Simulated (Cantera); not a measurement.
Thermodynamics of fluorocarbon and chlorocarbon gases, feed CHF3 + CH4

Feed: 1 mol CHF3, 0.5 mol CH4, at 3.30 mbar.

Equilibrium computed with Cantera from the NASA thermochemical tables; the gas is ideal and each condensed phase is pure. Candidate condensed phases: C, C6H6, C7H8, C8H18; 95 gas species. Equilibrium is a limit: real reactors are often held back by kinetics, nucleation or transport.

From 1127 °C to 2127 °C the condensed part is C(graphite). The main C-bearing gas is CF4 at 1127 °C and CF at 2127 °C.

| T (°C) | log p HF | log p F | log p H | log p H2 | log p CF | log p CF2 | log p C3 | n C(graphite) |
|---|---|---|---|---|---|---|---|---|
| 1127 | -2.48 | -8.62 | -9.38 | -8.13 | -12.83 | -9.33 | <-14 | 1.50 |
| 1227 | -2.48 | -7.86 | -8.70 | -7.88 | -11.64 | -8.67 | <-14 | 1.50 |
| 1327 | -2.48 | -7.26 | -8.02 | -7.51 | -10.67 | -8.25 | <-14 | 1.50 |
| 1427 | -2.48 | -6.77 | -7.39 | -7.11 | -9.86 | -7.94 | -14.35 | 1.50 |
| 1527 | -2.48 | -6.33 | -6.82 | -6.75 | -9.14 | -7.68 | -12.94 | 1.50 |
| 1627 | -2.48 | -5.94 | -6.32 | -6.43 | -8.50 | -7.44 | -11.68 | 1.50 |
| 1727 | -2.48 | -5.58 | -5.87 | -6.15 | -7.91 | -7.22 | -10.56 | 1.50 |
| 1827 | -2.48 | -5.25 | -5.46 | -5.92 | -7.38 | -7.00 | -9.54 | 1.50 |
| 1927 | -2.48 | -4.94 | -5.10 | -5.71 | -6.89 | -6.80 | -8.62 | 1.50 |
| 2027 | -2.49 | -4.66 | -4.78 | -5.53 | -6.44 | -6.61 | -7.78 | 1.50 |
| 2127 | -2.49 | -4.40 | -4.48 | -5.37 | -6.03 | -6.43 | -7.01 | 1.50 |
log p: log10 of the partial pressure in bar; n: condensed amount in mol.
